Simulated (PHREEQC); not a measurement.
## Buffer: an equilibrium model

Consider water at 52 °C with 0.00066 mol/kgw NH4Cl, 0.000196 mol/kgw NaOH and 3.8e-05 mol/kgw LiCl. Closed to the air; pH follows from the charge balance.

Equilibrium calculation in PHREEQC: ion-association model, wateq4f.dat.

Precipitation was switched off in this run.

Task: What pH, ionic strength does the model give?

Result: pH 8.10; ionic strength 0.000706 mol/kgw.

Task: In which forms is N present?

Result: NH4+ 71 %, NH3 29 % of the N.

At this temperature some constants are extrapolated from 25 °C, and those without enthalpy data are left unchanged.
